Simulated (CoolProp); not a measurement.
Saturation properties of ammonia.

Computed with CoolProp (reference Helmholtz-energy equation of state, Gao 2020).

```csv
T (K),p (MPa),enthalpy of vaporisation (kJ/kg),liquid viscosity (µPa s)
248.1,?,1345,228
252.1,0.1813,1332,217
256.1,0.2162,1319,207
260.1,0.2563,1306,197
264.1,0.3020,1293,188
268.1,0.3540,1279,180
272.1,0.4127,1265,172
276.1,?,1251,165
280.1,0.5527,1237,?
284.1,?,1222,?
288.1,0.7270,1206,146
292.1,0.8286,1191,140
296.1,0.9409,1174,135
```

### Question
Fill in the missing entries.

### Answer

- 248.1, p (MPa): 0.1511
- 276.1, p (MPa): 0.4787
- 280.1, liquid viscosity (µPa s): 158
- 284.1, p (MPa): 0.6352
- 284.1, liquid viscosity (µPa s): 152

It boils at 239.8 K under 1 atm.

Viscosity comes from a separate model (Fenghour 1995).
